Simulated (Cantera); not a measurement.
Feed: 1 mol SO2, 0.054 mol H2, at 1848 K and 4.30 bar.

These are equilibrium values from Cantera (NASA tables, ideal gas, pure condensed phases), not measurements of a reactor. Candidate condensed phases: H2O, H2SO4, S; 19 gas species. The numbers say what is thermodynamically allowed, not how fast it happens.

Base state: SO2 0.927, H2O 0.0500, SO 0.0108, S2 0.00823, S2O 0.00178, H2 0.00145, H2S 0.000252, SH 0.000171 (mole fractions); condensed: gas only.

**Question.** What changes in the equilibrium state with this change: H2 from 0.054 to 3.5 mol?

**Answer.** 
| species | before | after |
|---|---|---|
| H2O | 0.0500 | 0.514 |
| H2 | 0.00145 | 0.280 |
| H2S | 0.000252 | 0.131 |
| SO2 | 0.927 | 0.00702 |
| S2 | 0.00823 | 0.0591 |
| SO | 0.0108 | 0.00154 |
| SO3 | 2.38e-5 | 9.58e-9 |
| SH | 0.000171 | 0.00638 |
| H | 9.73e-6 | 0.000135 |
